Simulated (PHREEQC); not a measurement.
1 g of hydrous ferric oxide (600 m²/g; 0.2 weak and 0.005 strong sites per Fe, Dzombak-Morel constants, diffuse double layer) in 1 kg of water with 0.3 mol/kgw of an inert sodium salt and 9.4e-05 mol/kgw CaCl2 and 1.5e-05 mol/kgw ZnCl2, at 25 °C; the pH is set by adding NaOH or the inert anion's acid. Oxygen is held at 0.21 atm. No CO2 enters from the air. No solid was allowed to form.

The numbers come from PHREEQC with the ion-association model, wateq4f.dat.

```json
[
 {"pH": "3", "Ca sorbed (%)": "0.0", "Zn sorbed (%)": "0.0", "surface charge σ (C/m²)": "0.368", "surface potential ψ (mV)": "125"},
 {"pH": "3.67", "Ca sorbed (%)": "0.0", "Zn sorbed (%)": "0.0", "surface charge σ (C/m²)": "0.360", "surface potential ψ (mV)": "…"},
 {"pH": "4.33", "Ca sorbed (%)": "0.0", "Zn sorbed (%)": "0.3", "surface charge σ (C/m²)": "0.331", "surface potential ψ (mV)": "120"},
 {"pH": "5", "Ca sorbed (%)": "0.0", "Zn sorbed (%)": "5.8", "surface charge σ (C/m²)": "0.269", "surface potential ψ (mV)": "110"},
 {"pH": "5.67", "Ca sorbed (%)": "0.0", "Zn sorbed (%)": "46.3", "surface charge σ (C/m²)": "…", "surface potential ψ (mV)": "93"},
 {"pH": "6.33", "Ca sorbed (%)": "0.3", "Zn sorbed (%)": "91.3", "surface charge σ (C/m²)": "0.122", "surface potential ψ (mV)": "72"},
 {"pH": "7.67", "Ca sorbed (%)": "13.0", "Zn sorbed (%)": "99.9", "surface charge σ (C/m²)": "0.026", "surface potential ψ (mV)": "…"},
 {"pH": "8.33", "Ca sorbed (%)": "41.3", "Zn sorbed (%)": "100.0", "surface charge σ (C/m²)": "-0.008", "surface potential ψ (mV)": "-7"},
 {"pH": "9", "Ca sorbed (%)": "81.6", "Zn sorbed (%)": "100.0", "surface charge σ (C/m²)": "-0.044", "surface potential ψ (mV)": "-33"},
 {"pH": "9.67", "Ca sorbed (%)": "97.7", "Zn sorbed (%)": "100.0", "surface charge σ (C/m²)": "-0.091", "surface potential ψ (mV)": "-59"},
 {"pH": "10.33", "Ca sorbed (%)": "99.7", "Zn sorbed (%)": "100.0", "surface charge σ (C/m²)": "…", "surface potential ψ (mV)": "-82"},
 {"pH": "11", "Ca sorbed (%)": "99.9", "Zn sorbed (%)": "99.9", "surface charge σ (C/m²)": "-0.224", "surface potential ψ (mV)": "-101"}
]
```

### Question
Fill in the missing entries.

### Answer

- 3.67, surface potential ψ (mV): 124
- 5.67, surface charge σ (C/m²): 0.191
- 7.67, surface potential ψ (mV): 20
- 10.33, surface charge σ (C/m²): -0.152

Species that the database lacks are ignored. The oxide is taken as insoluble; below pH 4 it would dissolve.
